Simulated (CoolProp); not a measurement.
Aqueous potassium formate as a coolant, at 28 °C, 1 atm.

The numbers come from the Melinder's fits for secondary coolants in CoolProp.

```csv
mass %,freezing point (°C),Prandtl number,density (kg/m³),viscosity (mPa s),cp (kJ/(kg K))
1.8,-0.8,5.90,1008,…,4.111
6.2,-2.9,6.22,1035,0.940,3.949
10.6,-5.3,6.42,1061,0.995,3.792
15,-8.0,6.65,1088,1.06,3.638
19.4,-11.2,6.98,1115,1.14,3.489
23.8,-14.8,7.42,1144,1.25,3.345
28.2,-19.2,7.92,…,1.37,…
32.6,-24.3,8.45,1205,1.49,3.083
37,-30.3,9.02,1236,1.62,2.967
```

Question: Some entries are withheld; supply them.

Answer: 
- 1.8, viscosity (mPa s): 0.871
- 28.2, density (kg/m³): 1174
- 28.2, cp (kJ/(kg K)): 3.209
